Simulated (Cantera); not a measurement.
Cantera with NASA thermochemical tables; ideal gases at 1 bar, condensed phases pure. Values are per mole of reaction as written; species without (g) are pure solids or liquids, kept so even where they would boil at 1 bar.

I₂ + Mg ⇌ MgI₂

| T (K) | ΔH° (kJ) | ΔS° (J/K) | ΔG° (kJ) | log10 K | condensed phases |
|---|---|---|---|---|---|
| 300 | -367.0 | -19.0 | -361.3 | 62.90 | I₂(s), Mg(s), MgI₂(s) |
| 398 | ___ | ___ | ___ | ___ | I₂(l), Mg(s), MgI₂(s) |
| 448 | -384.8 | -65.1 | -355.7 | 41.47 | I₂(l), Mg(s), MgI₂(s) |
| 498 | ___ | ___ | ___ | ___ | I₂(l), Mg(s), MgI₂(s) |
| 548 | ___ | ___ | ___ | ___ | I₂(l), Mg(s), MgI₂(s) |
| 598 | ___ | ___ | ___ | ___ | I₂(l), Mg(s), MgI₂(s) |

Question: Fill in the missing entries.

Answer: 
- 398, ΔH° (kJ): -383.5
- 398, ΔS° (J/K): -61.9
- 398, ΔG° (kJ): -358.9
- 398, log10 K: 47.10
- 498, ΔH° (kJ): -386.2
- 498, ΔS° (J/K): -67.9
- 498, ΔG° (kJ): -352.4
- 498, log10 K: 36.96
- 548, ΔH° (kJ): -387.4
- 548, ΔS° (J/K): -70.3
- 548, ΔG° (kJ): -348.9
- 548, log10 K: 33.26
- 598, ΔH° (kJ): -388.7
- 598, ΔS° (J/K): -72.5
- 598, ΔG° (kJ): -345.3
- 598, log10 K: 30.16
